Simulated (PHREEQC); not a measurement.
# Acid rinse or clean: an equilibrium model

Make-up at 25 °C: 0.23 mol HCl, 0.0049 mol CaCl2 and 0.0017 mol CuCl2 per kg of water. Closed to the air; pH follows from the charge balance.

The numbers come from PHREEQC with the ion-association model, phreeqc.dat.

No solid was allowed to form.

What pH does the model give?

pH 0.74.

In which forms is Cu present?

Cu+2 83 %, CuCl+ 16 %, CuCl2 1.0 % of the Cu.
